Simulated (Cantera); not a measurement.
Mixture: 2.37 % C₃H₈, 12.5 % O₂, 77.3 % N₂, 7.83 % CO₂, equivalence ratio 0.95, at 140000 Pa, adiabatic and at constant pressure. Ignition delay is the time to a rise of 400 K.

Computed with Cantera and GRI-Mech 3.0 (53 species, 325 reactions). GRI-Mech 3.0 was tuned for natural gas; its chemistry of propane as a main component is partial and can be far from experiment.

Question: Predict: delay at 1298 K; delay at 1398 K; delay at 1498 K; delay at 1598 K; delay at 1698 K; apparent activation energy between 1648 and 1748 K.

Answer: delay at 1298 K: 1.26 ms
delay at 1398 K: 0.289 ms
delay at 1498 K: 94.1 µs
delay at 1598 K: 41.2 µs
delay at 1698 K: 22.5 µs
apparent activation energy between 1648 and 1748 K: 120 kJ/mol
